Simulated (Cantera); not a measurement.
Predominance diagram of Mg at 727 °C against the partial pressures of O2 and F2 (log10, bar). Standard-state values (1 bar) from the NASA 1993 polynomials, evaluated with Cantera. Candidates: Mg(l), MgF2(s), MgO(s). Only these pure phases compete in this equilibrium. Not in the tables: oxide halides.

Task: Which phase is stable at these pairs, and which metal-bearing vapour leads over it? (-31, 0); (-25.8, 0); (-29.3, -22.2); (-15.5, -4.4); (-12.1, -26.7); (-31, -8.9); (0, -40)

Result: 
```
log p(O2)  log p(F2)    phase  chief vapour  log p (bar)
---------  ---------  -------  ------------  -----------
-31                0  MgF2(s)          MgF2        -10.8
-25.8              0  MgF2(s)          MgF2        -10.8
-29.3          -22.2  MgF2(s)          MgF2        -10.8
-15.5           -4.4  MgF2(s)          MgF2        -10.8
-12.1          -26.7  MgF2(s)          MgF2        -10.8
-31             -8.9  MgF2(s)          MgF2        -10.8
0                -40   MgO(s)           MgO        -24.9
```
